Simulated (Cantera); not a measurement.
Input: 1 mol Si₃N₄, 0.0032 mol Si, 3.6 mol H₂, held at 240 Torr.

Equilibrium computed with Cantera from the NASA thermochemical tables; the gas is ideal and each condensed phase is pure. Candidate condensed phases: Si, Si₃N₄; 18 gas species. The tables' values for SiN are old estimates; treat these amounts as uncertain. Gases not in the tables: Si₂H₆ and higher silanes. Kinetics and transport are ignored.

log p: log10 of the partial pressure in bar; n: condensed amount in mol.

```csv
T (°C),log p H₂,log p N₂,log p H,log p Si,n Si(l)
1875,-0.69,-0.94,-2.73,-3.66,3.00
1900,-0.69,-0.94,-2.66,-3.55,3.00
1925,-0.69,-0.94,-2.60,-3.44,2.99
1950,-0.69,-0.94,…,…,2.99
1975,-0.69,-0.95,…,…,2.99
2000,-0.69,-0.95,-2.42,-3.14,2.98
2025,-0.70,-0.95,-2.37,-3.04,2.98
2050,-0.70,-0.95,-2.31,-2.94,2.97
2075,-0.70,-0.95,-2.26,-2.85,2.97
2100,-0.70,-0.95,-2.21,-2.76,2.96
2125,-0.70,-0.95,-2.15,-2.67,2.95
2150,-0.71,-0.95,-2.10,-2.58,2.94
```

**Question.** Fill in the missing entries.

**Answer.** 
- 1950, log p H: -2.54
- 1950, log p Si: -3.34
- 1975, log p H: -2.48
- 1975, log p Si: -3.24
